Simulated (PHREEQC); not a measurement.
1 kg of water holding 0.37 mol/kgw NaCl meets 20 L of dry gas (CO2 0.18, H2S 0.82 by moles) at fixed total pressure, at 100 °C; fugacities by Peng-Robinson. The gases take part in no redox reaction, some water evaporates into the gas, and hydrates or a liquid gas phase aren't modelled. Precipitation was switched off in this run.

The numbers come from PHREEQC with the ion-association model, phreeqc.dat.

| P (atm) | dissolved CO2 (all carbonate carbon) (mol/kgw) | φ of CO2 | p of CO2 (atm) |
|---|---|---|---|
| 1 | 4.34e-5 | 1.001 | 0.00461 |
| 2 | 0.00178 | 0.997 | 0.184 |
| 3 | 0.00352 | 0.994 | 0.368 |
| 5 | 0.00699 | 0.988 | 0.735 |
| 7.5 | 0.0112 | 0.981 | 1.20 |
| 10 | 0.0154 | 0.975 | 1.65 |
| 15 | 0.0235 | 0.963 | 2.57 |

Species that the database lacks are ignored. Away from 25 °C the constants follow the database's enthalpies or fits; those with neither stay at their 25 °C values.
